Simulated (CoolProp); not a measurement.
Vapour-liquid equilibrium of R125 (1) + R134a (2) at 302.1 K; x and y are mole fractions of (1).

Model: multi-fluid Helmholtz-energy mixture model, Lemmon 2005 and Tillner-Roth 1994; pair parameters Lemmon 2004, in CoolProp.

```csv
x,"bubble pressure, mixture model (MPa)","bubble pressure, Raoult's law (MPa)","y, mixture model","y, Raoult's law"
0.05,0.7870,0.7862,…,0.097
0.2,0.9045,0.9032,…,0.338
0.35,1.020,1.020,…,0.524
0.5,1.135,1.137,…,0.671
0.65,…,1.254,0.754,0.791
0.8,1.367,1.371,…,0.891
0.95,…,1.488,0.967,0.975
```

### Question
Some entries are withheld; supply them.

### Answer

- 0.05, y, mixture model: 0.089
- 0.2, y, mixture model: 0.310
- 0.35, y, mixture model: 0.484
- 0.5, y, mixture model: 0.629
- 0.65, bubble pressure, mixture model (MPa): 1.250
- 0.8, y, mixture model: 0.865
- 0.95, bubble pressure, mixture model (MPa): 1.486

The largest gap from Raoult's law is -0.3 % in bubble pressure, at x = 0.65. No azeotrope shows between x = 0.05 and 0.95.

Pair parameters are fitted to limited data, so mixtures are less certain than the pure fluids.
